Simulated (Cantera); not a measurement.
## Stirred combustor or abatement burner

A perfectly stirred reactor is fed with 26.1 % H2, 15.5 % O2, 58.4 % N2, at 1.10 bar; it is adiabatic with a 373 K inlet, and is followed from long to short residence time, starting on the burning branch (τ in s: 0.23, 0.087, 0.033, 0.013, 0.0048, 0.0018, 0.0007, 0.00027, 0.0001, 3.9e-05, 1.5e-05, 5.7e-06).

Computed with Cantera and GRI-Mech 3.0 (53 species, 325 reactions).

| τ (s) | T (K) | x H2 | x O2 | x H2O | x NO2 | x HO2 | x O |
|---|---|---|---|---|---|---|---|
| 0.23 | 2271 | 0.00319 | 0.0264 | 0.292 | 1.45e-6 | 2.79e-6 | 0.000684 |
| 0.087 | 2271 | 0.00339 | 0.0269 | 0.291 | 9.77e-7 | 2.89e-6 | 0.000739 |
| 0.033 | 2266 | 0.00388 | 0.0275 | 0.291 | 5.27e-7 | 3.06e-6 | 0.000857 |
| 0.013 | 2253 | 0.00497 | 0.0281 | 0.288 | 2.56e-7 | 3.40e-6 | 0.00111 |
| 0.0048 | 2221 | 0.00743 | 0.0289 | 0.284 | 1.07e-7 | 4.29e-6 | 0.00171 |
| 0.0018 | 2162 | 0.0116 | 0.0304 | 0.276 | 4.08e-8 | 6.32e-6 | 0.00285 |
| 0.00070 | 2072 | 0.0173 | 0.0327 | 0.266 | 1.69e-8 | 1.00e-5 | 0.00463 |
| 0.00027 | 1946 | 0.0239 | 0.0360 | 0.252 | 9.37e-9 | 1.61e-5 | 0.00711 |
| 0.00010 | 1778 | 0.0310 | 0.0408 | 0.236 | 6.35e-9 | 2.54e-5 | 0.00995 |
| 3.9e-5 | 1591 | 0.0397 | 0.0478 | 0.218 | 3.80e-9 | 3.89e-5 | 0.0117 |
| 1.5e-5 | 1334 | 0.0755 | 0.0689 | 0.177 | 1.03e-9 | 7.40e-5 | 0.00857 |
| 5.7e-6 | 373 | 0.261 | 0.155 | <1e-12 | <1e-12 | <1e-12 | <1e-12 |
x: mole fraction; the columns are a selection and need not sum to one.
